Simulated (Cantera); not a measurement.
Fluorocarbon and chlorocarbon gases: CF₄ + Si + HCl

Input: 1 mol CF₄, 0.57 mol Si, 0.037 mol HCl, equilibrated at 1.33 mbar.

Method: chemical equilibrium by Gibbs-energy minimisation in Cantera with the NASA 1993 tables (ideal gas, pure condensed phases). Candidate condensed phases: C, C₆H₆, C₇H₈, C₈H₁₈, Si, SiC; 143 gas species. The tables' values for SiF₃ are old estimates; treat these amounts as uncertain. Gases not in the tables: C₂F₆ and larger saturated fluorocarbons. Rates play no part.

```tsv
T (°C)	log p SiF₄	log p CF₄	log p CF₂	log p F	log p HF	log p Cl	n C(graphite)
1027	-3.14	-3.28	-7.51	-8.22	-4.35	-4.51	0.579
1102	-3.15	-3.28	-6.89	-7.53	-4.34	-4.41	0.579
1177	-3.15	-3.28	-6.34	-6.90	-4.34	-4.36	0.579
1252	-3.15	-3.28	-5.85	-6.34	-4.34	-4.35	0.579
1327	-3.15	-3.28	-5.40	-5.84	-4.34	-4.34	0.578
1402	-3.15	-3.29	-5.00	-5.37	-4.34	-4.34	0.576
1477	-3.15	-3.30	-4.63	-4.95	-4.34	-4.34	0.572
1552	-3.16	-3.32	-4.31	-4.57	-4.35	-4.35	0.564
1627	-3.18	-3.37	-4.02	-4.23	-4.37	-4.37	0.550
1702	-3.21	-3.47	-3.78	-3.92	-4.40	-4.40	0.529
```
log p: log10 of the partial pressure in bar; n: condensed amount in mol.

From 1027 °C to 1702 °C the condensed part is C(graphite). The main Si-bearing gas is SiF₄ throughout.
